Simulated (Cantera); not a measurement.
A Cantera script and what it prints.

```python
import numpy as np
import cantera as ct

gas_names = """
    CL CL2 H HCL H2 Si SiCL SiCL2 SiCL3 SiCL4 SiH SiHCL3 SiH2 SiH2CL2 SiH3 SiH3CL SiH4 Si2 Si3
""".split()
cond_names = """
    Si(cr) Si(L)
""".split()


# ... load() reads the species with a 1 bar reference pressure and builds the phases ...
atoms = {
    'SiHCl3': {'Si': 1, 'H': 1, 'CL': 3},
    'HCl': {'H': 1, 'CL': 1},
    'H2': {'H': 2},
}
top_T = {}  # K; cautious upper limits of use, not melting points


# ... equilibrate(T, P, feed) seeds the gas with the atoms and calls Mixture.equilibrate('TP', solver="vcs", rtol=1e-11, max_steps=5000) ...
results = []
T = 1098  # K
P = 20000  # Pa
for m in [0.35, 0.43, 0.51, 0.62, 0.75, 0.9, 1.1, 1.3, 1.6, 1.9, 2.3, 2.8]:
    feed = {'SiHCl3': 1, 'HCl': m, 'H2': 34}  # mol
    mix = equilibrate(T, P, feed)
    results.append((T, P, feed, dict(zip(mix.species_names, mix.species_moles))))
    x = sorted(zip(gas.X, gas.species_names), reverse=True)
    print(f"T = {T:g} K  P = {P:g} Pa  n(HCl) = {m:g} mol  gas = {mix.phase_moles(0):.4g} mol")
    print("   x: " + "  ".join(f"{s} {v:.3e}" for v, s in x if v > 0.001))
    print("   condensed (mol): " + ("  ".join(f"{mix.phase(i).name} {mix.phase_moles(i):.4g}"
          for i in range(1, mix.n_phases) if mix.phase_moles(i) > 1e-12) or "none"))
```

Result:

```
T = 1098 K  P = 20000 Pa  n(HCl) = 0.35 mol  gas = 35.66 mol
   x: H2 9.574e-01  HCL 2.179e-02  SiCL4 1.121e-02  SiHCL3 7.166e-03  SiCL2 1.007e-03
   condensed (mol): Si(cr) 0.2569
T = 1098 K  P = 20000 Pa  n(HCl) = 0.43 mol  gas = 35.72 mol
   x: H2 9.567e-01  HCL 2.195e-02  SiCL4 1.155e-02  SiHCL3 7.325e-03  SiCL2 1.022e-03
   condensed (mol): Si(cr) 0.2364
T = 1098 K  P = 20000 Pa  n(HCl) = 0.51 mol  gas = 35.78 mol
   x: H2 9.560e-01  HCL 2.210e-02  SiCL4 1.188e-02  SiHCL3 7.482e-03  SiCL2 1.037e-03
   condensed (mol): Si(cr) 0.2159
T = 1098 K  P = 20000 Pa  n(HCl) = 0.62 mol  gas = 35.86 mol
   x: H2 9.551e-01  HCL 2.230e-02  SiCL4 1.235e-02  SiHCL3 7.696e-03  SiCL2 1.057e-03
   condensed (mol): Si(cr) 0.1878
T = 1098 K  P = 20000 Pa  n(HCl) = 0.75 mol  gas = 35.96 mol
   x: H2 9.540e-01  HCL 2.253e-02  SiCL4 1.290e-02  SiHCL3 7.946e-03  SiCL2 1.080e-03
   condensed (mol): Si(cr) 0.1544
T = 1098 K  P = 20000 Pa  n(HCl) = 0.9 mol  gas = 36.07 mol
   x: H2 9.527e-01  HCL 2.279e-02  SiCL4 1.353e-02  SiHCL3 8.231e-03  SiCL2 1.106e-03  SiCL3 1.032e-03
   condensed (mol): Si(cr) 0.1159
T = 1098 K  P = 20000 Pa  n(HCl) = 1.1 mol  gas = 36.23 mol
   x: H2 9.511e-01  HCL 2.311e-02  SiCL4 1.437e-02  SiHCL3 8.605e-03  SiCL2 1.140e-03  SiCL3 1.080e-03
   condensed (mol): Si(cr) 0.06448
T = 1098 K  P = 20000 Pa  n(HCl) = 1.3 mol  gas = 36.38 mol
   x: H2 9.494e-01  HCL 2.343e-02  SiCL4 1.521e-02  SiHCL3 8.974e-03  SiCL2 1.173e-03  SiCL3 1.127e-03
   condensed (mol): Si(cr) 0.013
T = 1098 K  P = 20000 Pa  n(HCl) = 1.6 mol  gas = 36.65 mol
   x: H2 9.444e-01  HCL 2.827e-02  SiCL4 1.675e-02  SiHCL3 8.144e-03  SiCL3 1.025e-03
   condensed (mol): none
T = 1098 K  P = 20000 Pa  n(HCl) = 1.9 mol  gas = 36.94 mol
   x: H2 9.385e-01  HCL 3.439e-02  SiCL4 1.803e-02  SiHCL3 7.158e-03
   condensed (mol): none
T = 1098 K  P = 20000 Pa  n(HCl) = 2.3 mol  gas = 37.33 mol
   x: H2 9.302e-01  HCL 4.299e-02  SiCL4 1.928e-02  SiHCL3 6.071e-03
   condensed (mol): none
T = 1098 K  P = 20000 Pa  n(HCl) = 2.8 mol  gas = 37.82 mol
   x: H2 9.194e-01  HCL 5.413e-02  SiCL4 2.034e-02  SiHCL3 5.027e-03
   condensed (mol): none
```

These are equilibrium values from Cantera (NASA tables, ideal gas, pure condensed phases), not measurements of a reactor. The tables' values for SiCl3 are old estimates; treat these amounts as uncertain.
